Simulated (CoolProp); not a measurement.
The numbers come from the reference Helmholtz-energy equation of state, Jacobsen 1992 in CoolProp.

### Question
For R11, give the phase and the viscosity (µPa s), conductivity (mW/(m K)) at 500 K and 0.101 MPa.

### Answer
- 500 K and 0.101 MPa: gas; viscosity 17.3, conductivity 16.8

Viscosity comes from a separate model (Klein 1997), an estimate that may be off by 10 % or more. Thermal conductivity comes from a separate model (McLinden 2000), an estimate that may be off by 10 % or more.
